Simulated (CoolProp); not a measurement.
Vapour-liquid equilibrium of C3F8 (R218) (1) + c-C4F8 (RC318) (2) at -9.85 °C; x and y are mole fractions of (1).

Values from CoolProp's multi-fluid Helmholtz-energy mixture model, Lemmon 2006 and Platzer 1990; pair parameters Bell 2016. This equation is an older, rougher fit; its heat capacities, sound speeds and derivatives of the liquid may be far off and weren't checked against measurements.

Task: Give the bubble pressure and the first vapour's composition at x = 0.55, 0.65, 0.85. Is there an azeotrope?

Result: x = 0.55: 174.6 kPa, y = 0.810; x = 0.65: 201.0 kPa, y = 0.878; x = 0.85: 256.1 kPa, y = 0.962. No azeotrope shows between x = 0.05 and 0.95.

The pair parameters rest on a limited set of measurements; away from them the model extrapolates.
